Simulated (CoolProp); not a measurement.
Cyclopentane at 534.14 K and 0.407 MPa is throttled through a valve to 0.0974 MPa with no heat exchange. Each further row changes one setting.

Values from CoolProp's reference Helmholtz-energy equation of state, Gedanitz 2015.

```tsv
case	temperature change (K)	final density (kg/m³)
as stated	(withheld)	(withheld)
outlet pressure 0.0292 MPa	-2.4	(withheld)
outlet pressure 0.127 MPa	(withheld)	(withheld)
```

Problem. Fill in the missing entries.

Solution. 
- as stated, temperature change (K): -1.9
- as stated, final density (kg/m³): 1.55
- outlet pressure 0.0292 MPa, final density (kg/m³): 0.464
- outlet pressure 0.127 MPa, temperature change (K): -1.8
- outlet pressure 0.127 MPa, final density (kg/m³): 2.03
